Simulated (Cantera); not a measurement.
Stirred combustor or abatement burner

A perfectly stirred reactor is fed with 12.5 % CH4, 1.23 % H2, 18.1 % O2, 68.2 % N2, at 10.0 bar; it is adiabatic with a 425 K inlet, and is followed from long to short residence time, starting on the burning branch (τ in s: 0.4, 0.11, 0.03, 0.0084, 0.0023, 0.00065, 0.00018, 4.9e-05, 1.4e-05, 3.8e-06).

Computed with Cantera and GRI-Mech 3.0 (53 species, 325 reactions).

```json
[
 {"τ (s)": "0.40", "T (K)": "2066", "x CH4": "0.000120", "x H2": "0.0652", "x O2": "1.16e-5", "x C2H": "2.43e-10", "x CH3": "7.69e-6"},
 {"τ (s)": "0.11", "T (K)": "2067", "x CH4": "0.000378", "x H2": "0.0645", "x O2": "4.03e-5", "x C2H": "2.47e-9", "x CH3": "2.52e-5"},
 {"τ (s)": "0.030", "T (K)": "2070", "x CH4": "0.00104", "x H2": "0.0625", "x O2": "0.000139", "x C2H": "1.85e-8", "x CH3": "7.37e-5"},
 {"τ (s)": "0.0084", "T (K)": "2073", "x CH4": "0.00222", "x H2": "0.0583", "x O2": "0.000454", "x C2H": "8.18e-8", "x CH3": "0.000178"},
 {"τ (s)": "0.0023", "T (K)": "2071", "x CH4": "0.00390", "x H2": "0.0523", "x O2": "0.00144", "x C2H": "2.27e-7", "x CH3": "0.000375"},
 {"τ (s)": "0.00065", "T (K)": "2048", "x CH4": "0.00613", "x H2": "0.0462", "x O2": "0.00429", "x C2H": "4.07e-7", "x CH3": "0.000691"},
 {"τ (s)": "0.00018", "T (K)": "1925", "x CH4": "0.0121", "x H2": "0.0398", "x O2": "0.0168", "x C2H": "3.12e-7", "x CH3": "0.00112"},
 {"τ (s)": "4.9e-5", "T (K)": "425", "x CH4": "0.125", "x H2": "0.0123", "x O2": "0.181", "x C2H": "<1e-12", "x CH3": "<1e-12"},
 {"τ (s)": "1.4e-5", "T (K)": "425", "x CH4": "0.125", "x H2": "0.0123", "x O2": "0.181", "x C2H": "<1e-12", "x CH3": "<1e-12"},
 {"τ (s)": "3.8e-6", "T (K)": "425", "x CH4": "0.125", "x H2": "0.0123", "x O2": "0.181", "x C2H": "<1e-12", "x CH3": "<1e-12"}
]
```
x: mole fraction; the columns are a selection and need not sum to one.
